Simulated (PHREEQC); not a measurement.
PHREEQC input (ion-association model, wateq4f.dat):

```
SOLUTION_MASTER_SPECIES
  An  An-  0  An  62.0  # stands for a non-complexing anion
SOLUTION_SPECIES
  An- = An-
    -log_k 0
    -gamma 3.0 0
PHASES
  Fix_H+
    H+ = H+
    -log_k 0
SOLUTION 1
  temp 25
  units mmol/kgw
  pH 7 charge
  As(5) 0.87
  Na 101.74
  An 100
END
SELECTED_OUTPUT 1
  -reset false
  -pH true
  -pe true
  -ionic_strength true
  -water true
  -totals As Na As(3) As(5)
  -molalities Hfo_wOH Hfo_wOH2+ Hfo_wO- Hfo_sOH Hfo_sOH2+ Hfo_sO- Hfo_wH2AsO4 Hfo_wHAsO4- Hfo_wOHAsO4-3
USER_PUNCH 1
  -headings sigma psi
  10 PUNCH EDL("sigma", "Hfo"), EDL("psi", "Hfo")
PRINT
  -reset false
USE solution 1
SURFACE 1
  Hfo_wOH 0.00674157 600 3
  Hfo_sOH 0.000168539
EQUILIBRIUM_PHASES 1
  Fix_H+ -4 HAn 10
    -force_equality true
  O2(g) -0.68 10
END
# ... the last block is repeated for the other 16 points of pH, with NaOH or the acid as the point needs
```

Selected output (columns that matter, 11 of 17 rows; pH added in front):

```
pH	mu	As	Na	m_Hfo_wOH	m_Hfo_wOH2+	m_Hfo_wO-	m_Hfo_sOH	m_Hfo_sOH2+	m_Hfo_sO-	m_Hfo_wH2AsO4	m_Hfo_wHAsO4-	m_Hfo_wOHAsO4-3	sigma	psi
4	0.1043	2.0735e-09	0.10174	0.0005265	0.0053438	1.1883e-06	1.5113e-05	0.00015339	3.4111e-08	0.00025347	0.00061302	3.4916e-06	0.2612	0.13509
5	0.10336	1.6275e-09	0.10174	0.0017796	0.0040741	1.7808e-05	5.1082e-05	0.00011694	5.1116e-07	6.7322e-05	0.00072185	8.0816e-05	0.172	0.11419
5.5	0.10287	2.1521e-09	0.10174	0.0024156	0.0034168	3.9121e-05	6.9337e-05	9.8077e-05	1.123e-06	3.711e-05	0.00064401	0.00018887	0.12137	0.09698
6.5	0.10217	8.6621e-09	0.10174	0.0032235	0.0025549	9.3171e-05	9.2527e-05	7.3336e-05	2.6744e-06	1.4285e-05	0.00044243	0.00041327	0.045574	0.052705
7	0.10194	2.9963e-08	0.10174	0.0034577	0.0022945	0.00011936	9.9249e-05	6.5863e-05	3.4262e-06	9.9677e-06	0.0003687	0.00049129	0.021177	0.02769
8	0.10157	8.7611e-07	0.10174	0.0038152	0.0018799	0.00017738	0.00010949	5.3953e-05	5.0907e-06	5.076e-06	0.00025287	0.00061117	-0.017959	-0.023817
9	0.10112	2.1324e-05	0.10174	0.0042666	0.0013072	0.00031902	0.00012203	3.7387e-05	9.1242e-06	1.4583e-06	0.00011684	0.00073038	-0.069235	-0.070766
9.5	0.10119	5.9528e-05	0.10209	0.0045109	0.00090523	0.00051495	0.00012818	2.5723e-05	1.4633e-05	4.2527e-07	5.202e-05	0.00075802	-0.10318	-0.089473
10.5	0.1028	0.00018716	0.10425	0.0042033	0.00025256	0.0016026	0.00011693	7.0256e-06	4.458e-05	1.022e-08	4.1752e-06	0.00067862	-0.18375	-0.11765
11	0.10482	0.00031348	0.10638	0.0034126	9.9838e-05	0.0026723	9.2991e-05	2.7205e-06	7.2817e-05	9.6599e-10	8.1052e-07	0.00055566	-0.23108	-0.12874
12	0.12035	0.0007059	0.1214	0.0011685	5.7901e-06	0.0054025	2.9942e-05	1.4836e-07	0.00013843	1.3858e-12	6.8654e-09	0.00016399	-0.32313	-0.14227
```

Species that the database lacks are ignored.
